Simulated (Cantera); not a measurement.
**Reactions in the system N-O-Zr**

Cantera with NASA thermochemical tables; ideal gases at 1 bar, condensed phases pure. Values are per mole of reaction as written; species without (g) are pure solids or liquids, kept so even where they would boil at 1 bar. ZrN: taken at fixed stoichiometry.

3 NO2(g) + 3 ZrO2(g) → 4 O3(g) + 3 ZrN

```
T (K)  ΔH° (kJ)  ΔS° (J/K)  ΔG° (kJ)  log10 K
-----  --------  ---------  --------  -------
2150      347.7     -360.0    1121.8   -27.25
2250      360.6     -354.2    1157.5   -26.87
2350      374.5     -348.1    1192.6   -26.51
2450      389.5     -341.9    1227.1   -26.16
2550      405.5     -335.5    1261.0   -25.83
2650      422.4     -329.0    1294.2   -25.51
2750      440.4     -322.3    1326.8   -25.20
2850      459.2     -315.6    1358.7   -24.90
```

5 O(g) + 2 ZrN → N2O(g) + 2 ZrO2(g)

```csv
T (K),ΔH° (kJ),ΔS° (J/K),ΔG° (kJ),log10 K
2150,-1091.7,-210.2,-639.8,15.54
2250,-1096.7,-212.4,-618.7,14.36
2350,-1101.8,-214.7,-597.3,13.28
2450,-1107.1,-216.9,-575.8,12.28
2550,-1112.5,-219.0,-554.0,11.35
2650,-1118.0,-221.1,-532.0,10.49
2750,-1123.6,-223.2,-509.7,9.68
2850,-1129.4,-225.3,-487.3,8.93
```
